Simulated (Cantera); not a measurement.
Input: 1 mol CsCl, 0.14 mol HCl, 120 mol H2, at 1798.15 K and 10000 Pa.

Equilibrium computed with Cantera from the NASA thermochemical tables; the gas is ideal and each condensed phase is pure. Candidate condensed phases: Cs, CsCl; 9 gas species. Equilibrium is a limit: real reactors are often held back by kinetics, nucleation or transport.

Base state: H2 0.989, CsCl 0.00773, HCl 0.00167, H 0.00111, Cs 0.000515 (mole fractions); condensed: gas only.

Task: What changes in the equilibrium state with this change: pressure from 10000 Pa to 70.0 Pa?

Result: 
```csv
species,before,after
H2,0.989,0.975
H,0.00111,0.0132
CsCl,0.00773,0.00590
Cl,1.43e-6,3.51e-5
Cs,0.000515,0.00229
HCl,0.00167,0.00340
```
